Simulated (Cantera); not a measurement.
Ignition delay

Mixture: 4.42 % CH₄, 20.1 % O₂, 75.5 % N₂, at 0.690 bar, adiabatic and at constant pressure. Ignition delay is the time to a rise of 400 K.

Model: GRI-Mech 3.0 (53 species, 325 reactions), integrated in Cantera.

```tsv
T0 (K)	delay (ms)
1175	58.5
1250	20.0
1325	7.57
1400	3.21
1475	1.52
1550	0.803
1625	0.459
1700	0.279
1775	0.179
1850	0.120
```

- apparent activation energy between 1700 and 1850 K: 150 kJ/mol
